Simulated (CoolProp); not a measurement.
Vapour-liquid equilibrium of m-xylene (1) + n-nonane (2) at 373.5 K; x and y are mole fractions of (1).

Model: multi-fluid Helmholtz-energy mixture model, Zhou 2012 and Lemmon 2006; pair parameters Bell 2016, in CoolProp.

```
x     bubble pressure, mixture model (MPa)  bubble pressure, Raoult's law (MPa)  y, mixture model  y, Raoult's law
----  ------------------------------------  -----------------------------------  ----------------  ---------------
0.05                               0.02245                              0.02184             0.096            0.072
0.15                               0.02444                              0.02286             0.251            0.207
0.25                               0.02609                              0.02388             0.372            0.330
0.35                               0.02747                              0.02490             0.471            0.443
0.45                               0.02862                              0.02593             0.558            0.548
0.55                               0.02956                              0.02695             0.636            0.644
0.65                               0.03032                              0.02797             0.711            0.733
0.75                               0.03091                              0.02900             0.785            0.816
0.85                               0.03133                              0.03002             0.864            0.893
0.95                               0.03154                              0.03104             0.951            0.966
```

The largest gap from Raoult's law is +10.4 % in bubble pressure, at x = 0.45. No azeotrope shows between x = 0.05 and 0.95.

The pair parameters rest on a limited set of measurements; away from them the model extrapolates.
